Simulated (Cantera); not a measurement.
Cantera run:

```python
import numpy as np
import cantera as ct

gas_names = """
    CL CLO CL2 Fe FeCL FeCL2 FeCL3 FeO Fe2CL4 Fe2CL6 O O2 O3
""".split()
cond_names = """
    Fe(a) Fe(c) Fe(d) Fe(L) FeCL2(s) FeCL2(L) FeCL3(s) FeCL3(L) FeO(s) FeO(L) Fe2O3(s) Fe3O4(s)
""".split()


# ... load() reads the species with a 1 bar reference pressure and builds the phases ...
atoms = {
    'Fe2O3': {'Fe': 2, 'O': 3},
    'Cl2': {'CL': 2},
    'O2': {'O': 2},
}
top_T = {'Fe2O3(s)': 1830, 'Fe3O4(s)': 1870}  # K; cautious upper limits of use, not melting points


# ... equilibrate(T, P, feed) seeds the gas with the atoms and calls Mixture.equilibrate('TP', solver="vcs", rtol=1e-11, max_steps=5000) ...
results = []
feed = {'Fe2O3': 1, 'Cl2': 3.4, 'O2': 2.7}  # mol
T = 1300  # K
for P in [1, 10, 100, 1000, 10000, 100000]:
    mix = equilibrate(T, P, feed)
    results.append((T, P, feed, dict(zip(mix.species_names, mix.species_moles))))
    x = sorted(zip(gas.X, gas.species_names), reverse=True)
    print(f"T = {T:g} K  P = {P:g} Pa  gas = {mix.phase_moles(0):.4g} mol")
    print("   x: " + "  ".join(f"{s} {v:.3e}" for v, s in x if v > 1e-06))
    print("   condensed (mol): " + ("  ".join(f"{mix.phase(i).name} {mix.phase_moles(i):.4g}"
          for i in range(1, mix.n_phases) if mix.phase_moles(i) > 1e-12) or "none"))
```

Output:

```
T = 1300 K  P = 1 Pa  gas = 8.941 mol
   x: O2 4.697e-01  CL 3.007e-01  FeCL2 2.230e-01  CL2 5.875e-03  FeCL3 7.104e-04  O 3.834e-05  CLO 2.144e-05
   condensed (mol): none
T = 1300 K  P = 10 Pa  gas = 8.62 mol
   x: O2 4.872e-01  CL 2.425e-01  FeCL2 2.262e-01  CL2 3.822e-02  FeCL3 5.813e-03  CLO 5.568e-05  O 1.235e-05  Fe2CL4 1.135e-06
   condensed (mol): none
T = 1300 K  P = 100 Pa  gas = 7.977 mol
   x: O2 5.265e-01  FeCL2 2.217e-01  CL 1.235e-01  CL2 9.918e-02  FeCL3 2.902e-02  CLO 9.325e-05  Fe2CL4 1.090e-05  O 4.059e-06
   condensed (mol): none
T = 1300 K  P = 1000 Pa  gas = 7.169 mol
   x: O2 5.378e-01  CL2 1.925e-01  FeCL2 1.363e-01  FeCL3 7.865e-02  CL 5.443e-02  CLO 1.313e-04  Fe2CL4 4.125e-05  Fe2CL6 2.966e-06  O 1.297e-06
   condensed (mol): Fe2O3(s) 0.229
T = 1300 K  P = 10000 Pa  gas = 6.536 mol
   x: O2 5.176e-01  CL2 3.206e-01  FeCL3 9.778e-02  FeCL2 4.155e-02  CL 2.221e-02  CLO 1.662e-04  Fe2CL6 4.584e-05  Fe2CL4 3.830e-05
   condensed (mol): Fe2O3(s) 0.5441
T = 1300 K  P = 100000 Pa  gas = 6.296 mol
   x: O2 4.968e-01  CL2 4.047e-01  FeCL3 8.044e-02  FeCL2 9.619e-03  CL 7.892e-03  Fe2CL6 3.103e-04  CLO 1.830e-04  Fe2CL4 2.053e-05
   condensed (mol): Fe2O3(s) 0.7144
```

Method: chemical equilibrium by Gibbs-energy minimisation in Cantera with the NASA 1993 tables (ideal gas, pure condensed phases).
